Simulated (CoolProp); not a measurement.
A simple Rankine cycle with water: condensing at 330.15 K, boiler at 8.56 MPa, turbine inlet 587.9 K, turbine efficiency 0.9, pump efficiency 0.7, no recuperator. Each further row changes one setting.

Values from CoolProp's reference Helmholtz-energy equation of state, Wagner 2002.

```
case                             thermal efficiency (%)  net work (kJ/kg)  heat in (kJ/kg)  turbine exit temperature (K)  volume ratio over the turbine
-------------------------------  ----------------------  ----------------  ---------------  ----------------------------  -----------------------------
as stated                                          31.7               819             2580                         330.1                            ___
turbine inlet 607.9 K                              32.0               853             2660                         330.1                            ___
condensing temperature 322.15 K                    32.7               856             2610                         322.2                            390
boiler pressure 5.99 MPa                           30.7               825             2690                         330.1                            180
turbine efficiency 0.8                             28.2               ___             2580                         330.1                            288
```

### Question
Fill in the missing entries.

### Answer

- as stated, volume ratio over the turbine: 274
- turbine inlet 607.9 K, volume ratio over the turbine: 257
- turbine efficiency 0.8, net work (kJ/kg): 726

The expansion ends wet for: as stated; turbine inlet 607.9 K; condensing temperature 322.15 K; boiler pressure 5.99 MPa; turbine efficiency 0.8.
